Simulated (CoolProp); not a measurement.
Computed with CoolProp (reference Helmholtz-energy equation of state, Span 2000).

Question: Give the vapour pressure (kPa), vapour density (kg/m³), enthalpy of vaporisation (kJ/kg), liquid conductivity (mW/(m K)) of saturated nitrogen at 82 K.

Answer: 
| T (K) | p (kPa) | vapour density (kg/m³) | enthalpy of vaporisation (kJ/kg) | liquid conductivity (mW/(m K)) |
|---|---|---|---|---|
| 82 | 169 | 7.42 | 193 | 136 |

Thermal conductivity comes from a separate model (Lemmon 2004).
